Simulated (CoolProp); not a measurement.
The fluid at 603.14 K and 3.12 MPa expands adiabatically to 0.276 MPa with isentropic efficiency 0.85. The same conditions are run with several fluids, on thermodynamics alone (safety and materials aside).

Computed with CoolProp (reference Helmholtz-energy equation of state of each fluid (methanol: de Reuck 1993; carbonyl sulfide: Lemmon 2006; methane: Setzmann 1991; carbon dioxide: Span 1996; n-pentane: Thol 2019)).

| fluid | work (kJ/kg) | final temperature (K) | final density (kg/m³) |
|---|---|---|---|
| methanol | ? | 455.2 | 2.38 |
| carbonyl sulfide | 137 | 424.1 | 4.75 |
| methane | 526 | ? | 1.26 |
| carbon dioxide | ? | 413.8 | 3.55 |
| n-pentane | 127 | ? | ? |

Question: What belongs in the gaps?

Answer: 
- methanol, work (kJ/kg): 264
- methane, final temperature (K): 423.0
- carbon dioxide, work (kJ/kg): 187
- n-pentane, final temperature (K): 545.9
- n-pentane, final density (kg/m³): 4.46
